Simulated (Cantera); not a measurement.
An adiabatic, constant-volume homogeneous reactor starts with CH₄ : CO : O₂ : N₂ = 1 : 0.28 : 2.89 : 10.9 (molar parts), equivalence ratio 0.74, at 1123 K and 308 Torr. Integrator tolerance rtol = 1e-08.

Model: GRI-Mech 3.0 (53 species, 325 reactions), integrated in Cantera.

Q: What does this change do: constant pressure in place of constant volume?

A: 
| quantity | before | after |
|---|---|---|
| time of steepest temperature rise | 0.288 s | 0.298 s |
| temperature at 4.00 s | 2607 K | 2414 K |
| equilibrium temperature | 2607 K | 2414 K |
| x(CH₄) at 4.00 s | <1e-12 (gas-phase equilibrium <1e-12) | <1e-12 (gas-phase equilibrium <1e-12) |
| x(CO) at 4.00 s | 0.0191 (gas-phase equilibrium 0.0191) | 0.0119 (gas-phase equilibrium 0.0119) |
| x(O₂) at 4.00 s | 0.0492 (gas-phase equilibrium 0.0492) | 0.0488 (gas-phase equilibrium 0.0488) |
| x(H) at 4.00 s | 0.00295 (gas-phase equilibrium 0.00295) | 0.00156 (gas-phase equilibrium 0.00156) |
| x(C₂H) at 4.00 s | <1e-12 (gas-phase equilibrium <1e-12) | <1e-12 (gas-phase equilibrium <1e-12) |
| x(C₂H₆) at 4.00 s | <1e-12 (gas-phase equilibrium <1e-12) | <1e-12 (gas-phase equilibrium <1e-12) |
| x(CH₂CO) at 4.00 s | <1e-12 (gas-phase equilibrium <1e-12) | <1e-12 (gas-phase equilibrium <1e-12) |
